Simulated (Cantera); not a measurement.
Source: NASA polynomial tables (part measured, part estimated), evaluated in Cantera. Values are per mole of reaction as written; species without (g) are pure solids or liquids, kept so even where they would boil at 1 bar.

**Question.** Between 300 and 2923 K, where is each reaction favourable under standard conditions?
- 4 OH(g) + 2 B → B₂O₂(g) + 2 H₂O(g)

**Answer.** 
- 4 OH(g) + 2 B → B₂O₂(g) + 2 H₂O(g): ΔG° is -1059 kJ at 300 K and -643 kJ at 2923 K; it stays negative (K > 1). ΔH° is -1230 kJ and ΔS° -201 J/K at 2923 K.
